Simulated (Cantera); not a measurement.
Feed: 1 mol c-C4F8, 1.5 mol CH4, 0.81 mol H2, held at 150 Torr.

Cantera equilibrium calculation (NASA polynomials, part measured and part estimated; ideal gas, pure solids and liquids). Candidate condensed phases: C, C6H6, C7H8, C8H18; 110 gas species. Ions and electrons are included (thermal ionisation). The feed counts by its element totals alone. Kinetics and transport are ignored. All values below are at 5000 K.

Base state: F 0.372, H 0.357, C 0.244, HF 0.0116, C2 0.00794, CF 0.00520, C3 0.000630, H2 0.000618 (mole fractions); condensed: gas only.

Problem. What changes in the equilibrium state with this change: H2 from 0.81 to 4.9 mol?

Solution. 
| species | before | after |
|---|---|---|
| H | 0.357 | 0.535 |
| F | 0.372 | 0.264 |
| C | 0.244 | 0.179 |
| HF | 0.0116 | 0.0123 |
| C3 | 0.000630 | 0.000250 |
| H2 | 0.000618 | 0.00139 |
| CF | 0.00520 | 0.00271 |
| C2 | 0.00794 | 0.00429 |

Problem. What changes in the equilibrium state with this change: pressure from 150 Torr to 17.3 Torr?

Solution. 
| species | before | after |
|---|---|---|
| F | 0.372 | 0.378 |
| H | 0.357 | 0.360 |
| C | 0.244 | 0.258 |
| HF | 0.0116 | 0.00136 |
| C2 | 0.00794 | 0.00102 |
| C2H | 7.67e-5 | 1.15e-6 |
| C3 | 0.000630 | 9.87e-6 |
